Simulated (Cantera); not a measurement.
Mixture: C3H8 : O2 : N2 = 1 : 8.77 : 33 (molar parts), equivalence ratio 0.57, at 9.87 atm, adiabatic and at constant pressure. Ignition delay is the time to a rise of 400 K.

Model: GRI-Mech 3.0 (53 species, 325 reactions), integrated in Cantera. GRI-Mech 3.0 was tuned for natural gas; its chemistry of propane as a main component is partial and can be far from experiment.

### Question
What does this change do: C3H8 1 to 1.9 parts?

### Answer
| quantity | before | after |
|---|---|---|
| delay at 1150 K | 3.77 ms | 4.25 ms |
| delay at 1200 K | 1.54 ms | 1.70 ms |
| delay at 1250 K | 0.646 ms | 0.702 ms |
| delay at 1300 K | 0.284 ms | 0.303 ms |
| delay at 1350 K | 0.132 ms | 0.139 ms |
| delay at 1400 K | 65.9 µs | 68.2 µs |
| apparent activation energy between 1300 and 1400 K | 220 kJ/mol | 230 kJ/mol |
